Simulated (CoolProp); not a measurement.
Aqueous ammonia as a coolant, 17 % by mass, freezing at -28.0 °C, 1 atm.

Values from CoolProp's Melinder's fits for secondary coolants.

```
T (°C)  density (kg/m³)  cp (kJ/(kg K))  conductivity (W/(m K))  viscosity (mPa s)
------  ---------------  --------------  ----------------------  -----------------
-15.9             944.8           4.254                   0.431               3.92
-12.6             944.0           4.248                   0.437               3.42
-9.3              943.1           4.242                   0.443               3.01
-6                942.2           4.236                   0.448               2.68
-2.7              941.2           4.231                   0.454               2.39
0.6               940.2           4.226                   0.459               2.15
3.9               939.1           4.222                   0.465               1.94
7.2               937.9           4.218                   0.470               1.76
10.5              936.7           4.214                   0.476               1.61
13.8              935.4           4.210                   0.481               1.47
17.1              934.0           4.207                   0.487               1.34
20.4              932.6           4.204                   0.493               1.23
23.7              931.1           4.202                   0.499               1.12
26.9              929.6           4.200                   0.505               1.03
```
